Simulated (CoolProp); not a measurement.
A single-stage vapour-compression cycle with sulfur dioxide: evaporating at 261.15 K (dew point), condensing at 315.15 K (bubble point), superheat 10 K, subcooling 0 K, compressor efficiency 0.9, no pressure losses. Each further row changes one setting.

Values from CoolProp's reference Helmholtz-energy equation of state, Gao 2016.

| case | cooling COP | pressure ratio | discharge temperature (K) | refrigerating effect (kJ/kg) | volumetric capacity (kJ/m³) |
|---|---|---|---|---|---|
| as stated | 3.48 | 7.22 | 419.2 | 323 | 869 |
| evaporating temperature 266.15 K | 3.99 | 5.78 | 407.1 | 325 | 1080 |
| condensing temperature 310.15 K | 3.91 | 6.21 | 406.4 | 330 | 889 |
| subcooling 5 K | 3.55 | 7.22 | 419.2 | 330 | 889 |
| superheat 20 K | 3.42 | 7.22 | 433.0 | 329 | 853 |
| compressor efficiency 0.8 | 3.09 | 7.22 | 435.2 | 323 | 869 |
